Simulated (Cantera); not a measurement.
An adiabatic, constant-volume homogeneous reactor starts with 26.9 % CO, 1.83 % H₂, 1.61 % CH₄, 14.6 % O₂, 55.1 % N₂, equivalence ratio 1.2, at 1350 K and 0.370 bar.

Detailed kinetics in Cantera: GRI-Mech 3.0 (53 species, 325 reactions).

One state of this run: T (K) = 2796; P (bar) = 0.723; x CO = 0.149; x H₂ = 0.00532; x CH₄ = <1e-12; x CH₂CO = <1e-12; x HO₂ = 4.00e-6; x CH₂O = 2.31e-10; x NO = 0.0124. x: mole fraction; the columns are a selection and need not sum to one.

Task: Which value of t (s) does it belong to?
(A) 2.83e-5
(B) 0.00126
(C) 0.000100
(D) 0.700

Result: D, 0.700
